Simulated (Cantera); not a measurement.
A freely propagating, adiabatic, planar premixed flame of H2 : O2 : N2 = 1 : 0.781 : 2.94 (molar parts), unburnt at 600 K and 3600 Torr; mixture-averaged transport, grid criteria slope 0.08 and curve 0.16, no radiation.

Cantera simulation using the H2/O2 subset of GRI-Mech 3.0, which has no nitrogen chemistry; the numbers are that mechanism's predictions, not measurements. The hydrogen kinetics of GRI-Mech 3.0 are dated; newer H2 mechanisms differ, most at raised pressure. Burning velocities carry a grid error of a few per cent, more on coarse grids. Lean hydrogen flames are cellular in practice and burn faster than this planar one.

Task: Predict: laminar burning velocity; thermal thickness; peak x(O); peak x(H); peak x(OH).

Result: 
```json
{
  "laminar_burning_velocity": "315 cm/s",
  "thermal_thickness": "0.0628 mm",
  "peak x(O)": "0.00635",
  "peak x(H)": "0.00860",
  "peak x(OH)": "0.0109"
}
```
